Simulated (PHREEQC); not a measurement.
1.5 g of hydrous ferric oxide (600 m²/g; 0.2 weak and 0.005 strong sites per Fe, Dzombak-Morel constants, diffuse double layer) in 1 kg of water with 0.05 mol/kgw of an inert sodium salt and 4.8e-06 mol NiCl2, 2.6e-05 mol ZnCl2 and 8e-05 mol CuSO4, at 25 °C; the pH is set by adding NaOH or the inert anion's acid. Oxygen alone is held at its pressure in air (log pO2 = -0.68). CO2 from the air is kept out. No solid was allowed to form.

The series has 17 steps of pH, from 4 to 12.

All values are PHREEQC results (ion-association model, wateq4f.dat), not measurements.

Q: Near which pH is half of the Ni sorbed, and on which side is more sorbed?

A: Near pH 6.2, with more sorbed at higher pH.

Q: Near which pH is half of the Zn sorbed, and on which side is more sorbed?

A: Near pH 5.8, with more sorbed at higher pH.

Q: Near which pH is half of the S sorbed, and on which side is more sorbed?

A: Near pH 6.8, with more sorbed at lower pH.

The database's constant for dissolved Cu(OH)2 is higher than later reviews accept.
